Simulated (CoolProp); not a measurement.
Values from CoolProp's reference Helmholtz-energy equation of state, Bücker 2006.

Q: For isobutane, give the phase and the density (kg/m³), speed of sound (m/s), conductivity (mW/(m K)), fugacity coefficient at 9.85 °C and 101 kPa.

A: 
- 9.85 °C and 101 kPa: gas; density 2.58, speed of sound 205, conductivity 15.3, fugacity coefficient 0.970

Thermal conductivity comes from a separate model (Perkins 2002).
